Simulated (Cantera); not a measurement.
Input (Python, Cantera):

```python
import numpy as np
import cantera as ct

gas = ct.Solution("gri30.yaml")
gas.TPX = 1925, 13332, {'C3H8': 1, 'H2': 15}
reactor = ct.IdealGasConstPressureReactor(gas, energy="off", clone=False)
net = ct.ReactorNet([reactor])
net.rtol, net.atol = 1e-08, 1e-18
show = ['C3H8', 'H2', 'C2H2', 'C2H', 'CH3']
times = np.geomspace(2e-06, 20, 13)

steps = ct.SolutionArray(gas, extra=["t"])
rows = []
print(f"{'t/s':>10s}{'T/K':>9s}{'P/Pa':>11s}" + "".join(f"{s:>11s}" for s in show))
for t in times:
    while net.time < t:
        t_next = net.step()
        steps.append(gas.state, t=t_next)
    rows.append([np.interp(t, steps.t, y) for y in (steps.T, steps.P, *steps(*show).X.T)])
    print(f"{t:10.3e}{rows[-1][0]:9.1f}{rows[-1][1]:11.4g}" + "".join(f"{x:11.3e}" for x in rows[-1][2:]))
rate = np.gradient(steps.T, steps.t)
print("integrator steps:", len(steps.t))
if steps.T.max() > steps.T[0] + 200:
    print(f"time of steepest temperature rise: {steps.t[rate.argmax()]:.4e} s")
gas.TPX = 1925, 13332, {'C3H8': 1, 'H2': 15}
gas.equilibrate("TP")
print(f"equilibrium (TP): T = {gas.T:.1f} K  " + "  ".join(f"{s} {gas[s].X[0]:.3e}" for s in show))
```

Output:

```
       t/s      T/K       P/Pa       C3H8         H2       C2H2        C2H        CH3
 2.000e-06   1925.0  1.333e+04  5.234e-02  9.282e-01  6.459e-06  1.311e-10  6.900e-03
 7.662e-06   1925.0  1.333e+04  1.829e-02  8.901e-01  1.129e-03  9.935e-08  2.247e-02
 2.936e-05   1925.0  1.333e+04  7.563e-06  8.665e-01  2.417e-02  3.121e-06  1.238e-02
 1.125e-04   1925.0  1.333e+04  7.124e-08  8.749e-01  4.284e-02  2.637e-06  5.704e-03
 4.309e-04   1925.0  1.333e+04  2.125e-08  8.803e-01  4.980e-02  1.891e-06  3.300e-03
 1.651e-03   1925.0  1.333e+04  9.235e-09  8.871e-01  5.497e-02  1.824e-06  2.419e-03
 6.325e-03   1925.0  1.333e+04  2.295e-09  8.994e-01  6.434e-02  2.232e-06  1.544e-03
 2.423e-02   1925.0  1.333e+04  1.383e-10  9.115e-01  7.342e-02  2.738e-06  6.175e-04
 9.283e-02   1925.0  1.333e+04  3.749e-12  9.167e-01  7.729e-02  3.014e-06  1.771e-04
 3.557e-01   1925.0  1.333e+04  3.321e-13  9.180e-01  7.828e-02  3.084e-06  5.795e-05
 1.363e+00   1925.0  1.333e+04  2.158e-13  9.181e-01  7.839e-02  3.092e-06  4.368e-05
 5.220e+00   1925.0  1.333e+04  2.155e-13  9.181e-01  7.840e-02  3.092e-06  4.363e-05
 2.000e+01   1925.0  1.333e+04  2.155e-13  9.181e-01  7.840e-02  3.092e-06  4.363e-05
integrator steps: 1359
equilibrium (TP): T = 1925.0 K  C3H8 2.155e-13  H2 9.181e-01  C2H2 7.840e-02  C2H 3.092e-06  CH3 4.364e-05
```

Computed with Cantera and GRI-Mech 3.0 (53 species, 325 reactions). GRI-Mech 3.0 was tuned for natural gas; its chemistry of propane as a main component is partial and can be far from experiment. GRI-Mech 3.0 stops at C3 and has no aromatics, soot or wall deposition, so with more carbon than oxygen in the feed, carbon stays in small species such as C2H2 where larger ones or solid carbon would form.
